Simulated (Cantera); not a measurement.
Cantera run:

```python
import numpy as np
import cantera as ct

gas_names = [...]  # 116 gases of nasa_gas.yaml made of C, H, Mg, O
cond_names = """
    C(gr) C6H6(L) C7H8(L) C8H18(L),n-octa H2O(s) H2O(L) Mg(cr) Mg(L) MgCO3(s) MgO(s) MgO(L) MgO2H2(s)
""".split()


# ... load() reads the species with a 1 bar reference pressure and builds the phases ...
atoms = {
    'MgO': {'Mg': 1, 'O': 1},
    'C': {'C': 1},
    'H2': {'H': 2},
}
top_T = {'C(gr)': 4500}  # K; cautious upper limits of use, not melting points


# ... equilibrate(T, P, feed) seeds the gas with the atoms and calls Mixture.equilibrate('TP', solver="vcs", rtol=1e-11, max_steps=5000) ...
results = []
feed = {'MgO': 1, 'C': 0.64, 'H2': 7.8}  # mol
P = 72000  # Pa
for T in [1498, 1548, 1598, 1648, 1698, 1748, 1798, 1848, 1898, 1948, 1998, 2048, 2098]:
    mix = equilibrate(T, P, feed)
    results.append((T, P, feed, dict(zip(mix.species_names, mix.species_moles))))
    x = sorted(zip(gas.X, gas.species_names), reverse=True)
    print(f"T = {T:g} K  P = {P:g} Pa  gas = {mix.phase_moles(0):.4g} mol")
    print("   x: " + "  ".join(f"{s} {v:.3e}" for v, s in x if v > 1e-06))
    print("   condensed (mol): " + ("  ".join(f"{mix.phase(i).name} {mix.phase_moles(i):.4g}"
          for i in range(1, mix.n_phases) if mix.phase_moles(i) > 1e-12) or "none"))
```

Output:

```
T = 1498 K  P = 72000 Pa  gas = 7.802 mol
   x: H2 9.961e-01  CH4 1.854e-03  CO 1.031e-03  Mg 1.023e-03  H 2.021e-05  MgH 8.940e-06  C2H2,acetylene 8.777e-06  C2H4 1.829e-06  H2O 1.288e-06
   condensed (mol): C(gr) 0.6173  MgO(s) 0.9919
T = 1548 K  P = 72000 Pa  gas = 7.825 mol
   x: H2 9.939e-01  CO 2.301e-03  Mg 2.282e-03  CH4 1.459e-03  H 3.618e-05  MgH 2.098e-05  C2H2,acetylene 1.560e-05  H2O 2.022e-06  C2H4 1.995e-06  CH3 1.079e-06
   condensed (mol): C(gr) 0.6103  MgO(s) 0.982
T = 1598 K  P = 72000 Pa  gas = 7.868 mol
   x: H2 9.890e-01  CO 4.876e-03  Mg 4.832e-03  CH4 1.160e-03  H 6.238e-05  MgH 4.656e-05  C2H2,acetylene 2.664e-05  H2O 3.073e-06  C2H4 2.152e-06  CH3 1.489e-06
   condensed (mol): C(gr) 0.5921  MgO(s) 0.9616
T = 1648 K  P = 72000 Pa  gas = 7.949 mol
   x: H2 9.792e-01  CO 9.859e-03  Mg 9.766e-03  CH4 9.248e-04  H 1.039e-04  MgH 9.806e-05  C2H2,acetylene 4.380e-05  H2O 4.526e-06  C2H4 2.285e-06  CH3 1.997e-06
   condensed (mol): C(gr) 0.5535  MgO(s) 0.9216
T = 1698 K  P = 72000 Pa  gas = 8.104 mol
   x: H2 9.608e-01  CO 1.910e-02  Mg 1.891e-02  CH4 7.335e-04  MgH 1.965e-04  H 1.670e-04  C2H2,acetylene 6.923e-05  H2O 6.448e-06  CH3 2.594e-06  C2H4 2.371e-06
   condensed (mol): C(gr) 0.4781  MgO(s) 0.8451
T = 1748 K  P = 72000 Pa  gas = 8.392 mol
   x: H2 9.278e-01  CO 3.560e-02  Mg 3.523e-02  CH4 5.701e-04  MgH 3.748e-04  H 2.594e-04  C2H2,acetylene 1.048e-04  H2O 8.845e-06  CH3 3.234e-06  C2H4 2.373e-06
   condensed (mol): C(gr) 0.3347  MgO(s) 0.7012
T = 1798 K  P = 72000 Pa  gas = 8.939 mol
   x: H2 8.710e-01  CO 6.400e-02  Mg 6.333e-02  MgH 6.787e-04  CH4 4.231e-04  H 3.873e-04  C2H2,acetylene 1.503e-04  H2O 1.156e-05  CH3 3.806e-06  C2H4 2.235e-06
   condensed (mol): C(gr) 0.06135  MgO(s) 0.4278
T = 1848 K  P = 72000 Pa  gas = 9.074 mol
   x: H2 8.586e-01  CO 7.032e-02  Mg 6.957e-02  MgH 7.680e-04  H 5.790e-04  CH4 1.394e-04  C2H2,acetylene 3.515e-05  H2O 2.465e-05  CH3 1.894e-06  MgOH 1.360e-06
   condensed (mol): MgO(s) 0.3617
T = 1898 K  P = 72000 Pa  gas = 9.079 mol
   x: H2 8.581e-01  CO 7.043e-02  Mg 6.969e-02  H 8.533e-04  MgH 7.964e-04  H2O 5.578e-05  CH4 4.208e-05  C2H2,acetylene 6.364e-06  MgOH 2.780e-06  CO2 1.090e-06
   condensed (mol): MgO(s) 0.36
T = 1948 K  P = 72000 Pa  gas = 9.083 mol
   x: H2 8.576e-01  CO 7.045e-02  Mg 6.975e-02  H 1.233e-03  MgH 8.237e-04  H2O 1.210e-04  CH4 1.351e-05  MgOH 5.471e-06  CO2 2.263e-06  C2H2,acetylene 1.256e-06
   condensed (mol): MgO(s) 0.359
T = 1998 K  P = 72000 Pa  gas = 9.086 mol
   x: H2 8.569e-01  CO 7.043e-02  Mg 6.983e-02  H 1.750e-03  MgH 8.508e-04  H2O 2.518e-04  MgOH 1.039e-05  CH4 4.598e-06  CO2 4.522e-06
   condensed (mol): MgO(s) 0.3576
T = 2048 K  P = 72000 Pa  gas = 9.092 mol
   x: H2 8.557e-01  CO 7.038e-02  Mg 7.002e-02  H 2.441e-03  MgH 8.786e-04  H2O 5.041e-04  MgOH 1.911e-05  CO2 8.714e-06  CH4 1.654e-06
   condensed (mol): MgO(s) 0.3552
T = 2098 K  P = 72000 Pa  gas = 9.1 mol
   x: H2 8.540e-01  Mg 7.041e-02  CO 7.031e-02  H 3.351e-03  H2O 9.715e-04  MgH 9.081e-04  MgOH 3.409e-05  CO2 1.621e-05
   condensed (mol): MgO(s) 0.3507
```

Cantera equilibrium calculation (NASA polynomials, part measured and part estimated; ideal gas, pure solids and liquids). The tables' values for MgH are old estimates; treat these amounts as uncertain.
